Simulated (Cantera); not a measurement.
An adiabatic, constant-volume homogeneous reactor starts with CH4 : O2 : N2 = 1 : 2.06 : 7.75 (molar parts), equivalence ratio 0.97, at 1300 K and 101000 Pa. Integrator tolerance rtol = 1e-08.

Detailed kinetics in Cantera: GRI-Mech 3.0 (53 species, 325 reactions).

Q: What does this change do: pressure from 101000 Pa to 64000 Pa?

A: 
```json
[
 {"quantity": "time of steepest temperature rise", "before": "10.9 ms", "after": "15.6 ms"},
 {"quantity": "temperature at 0.900 s", "before": "2840 K", "after": "2802 K"},
 {"quantity": "equilibrium temperature", "before": "2840 K", "after": "2802 K"},
 {"quantity": "x(CH4) at 0.900 s", "before": "<1e-12 (gas-phase equilibrium <1e-12)", "after": "<1e-12 (gas-phase equilibrium <1e-12)"},
 {"quantity": "x(O2) at 0.900 s", "before": "0.0215 (gas-phase equilibrium 0.0215)", "after": "0.0225 (gas-phase equilibrium 0.0225)"},
 {"quantity": "x(O) at 0.900 s", "before": "0.00615 (gas-phase equilibrium 0.00615)", "after": "0.00688 (gas-phase equilibrium 0.00688)"},
 {"quantity": "x(C2H2) at 0.900 s", "before": "<1e-12 (gas-phase equilibrium <1e-12)", "after": "<1e-12 (gas-phase equilibrium <1e-12)"},
 {"quantity": "x(H2O) at 0.900 s", "before": "0.146 (gas-phase equilibrium 0.146)", "after": "0.144 (gas-phase equilibrium 0.144)"},
 {"quantity": "x(N2O) at 0.900 s", "before": "9.20e-7 (gas-phase equilibrium 9.20e-7)", "after": "7.03e-7 (gas-phase equilibrium 7.03e-7)"},
 {"quantity": "x(HCO) at 0.900 s", "before": "6.71e-8 (gas-phase equilibrium 6.71e-8)", "after": "5.15e-8 (gas-phase equilibrium 5.15e-8)"}
]
```
